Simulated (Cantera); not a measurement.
What does this Cantera script print?

```python
import numpy as np
import cantera as ct

gas_names = """
    AL ALCL ALCL2 ALCL3 ALH ALN ALO ALOCL ALOH ALO2 ALO2H AL2 AL2CL6 AL2O AL2O2 CL CLO CL2 H HALO HCL
    HNO HNO2 HNO3 HOCL HO2 H2 H2O H2O2 N NH NH2 NH3 NH2OH NO NO2 NO3 N2 N2H2 N2H4 N2O O OH O2 O3
""".split()
cond_names = """
    AL(cr) AL(L) ALCL3(s) ALCL3(L) ALN(s) AL2O3(a) AL2O3(L) H2O(s) H2O(L) NH4CL(a) NH4CL(b)
""".split()


def load(file, names, dense=False):
    # The tables refer to 1 bar. Condensed volumes are neglected.
    table = {s.name: s for s in ct.Species.list_from_file(file)}
    out = []
    for n in names:
        d = dict(table[n].input_data)
        d["thermo"] = dict(d["thermo"], **{"reference-pressure": 1e5})
        if dense:
            d["equation-of-state"] = {"model": "constant-volume", "density": "1e6 g/cm^3"}
        out.append(ct.Species.from_dict(d))
    return out


gas = ct.Solution(thermo="ideal-gas", species=load("nasa_gas.yaml", gas_names))
cond = {s.name: ct.Solution(thermo="fixed-stoichiometry", species=[s], name=s.name)
        for s in load("nasa_condensed.yaml", cond_names, dense=True)}
atoms = {
    'Al2O3': {'AL': 2, 'O': 3},
    'HCl': {'H': 1, 'CL': 1},
    'N2': {'N': 2},
}
top_T = {'ALN(s)': 2750}  # K; cautious upper limits of use, not melting points


def equilibrate(T, P, feed):
    n = {}
    for name, mol in feed.items():
        for a, k in atoms[name].items():
            n[a] = n.get(a, 0.0) + k * mol
    gas.TPX = T, P, n
    mass = sum(n.values()) * gas.mean_molecular_weight
    gas.equilibrate("TP")
    valid = [c for c in cond.values() if c.min_temp <= T <= top_T.get(c.name, c.max_temp)]
    mix = ct.Mixture([(gas, mass / gas.mean_molecular_weight)] + [(c, 0.0) for c in valid])
    mix.T, mix.P = T, P
    mix.equilibrate("TP", solver="vcs", rtol=1e-11, max_steps=5000)
    return mix


results = []
feed = {'Al2O3': 1, 'HCl': 2.5, 'N2': 29}  # mol
T = 848.15  # K
P = 11  # Pa
mix = equilibrate(T, P, feed)
results.append((T, P, feed, dict(zip(mix.species_names, mix.species_moles))))
x = sorted(zip(gas.X, gas.species_names), reverse=True)
print(f"T = {T:g} K  P = {P:g} Pa  gas = {mix.phase_moles(0):.4g} mol")
print("   x: " + "  ".join(f"{s} {v:.3e}" for v, s in x if v > 0.001))
print("   condensed (mol): " + ("  ".join(f"{mix.phase(i).name} {mix.phase_moles(i):.4g}"
      for i in range(1, mix.n_phases) if mix.phase_moles(i) > 1e-12) or "none"))
```

Output:

```
T = 848.15 K  P = 11 Pa  gas = 31.5 mol
   x: N2 9.206e-01  HCL 7.936e-02
   condensed (mol): AL2O3(a) 1
```

Cantera equilibrium calculation (NASA polynomials, part measured and part estimated; ideal gas, pure solids and liquids). Condensed phases not in the tables: AlOCl.
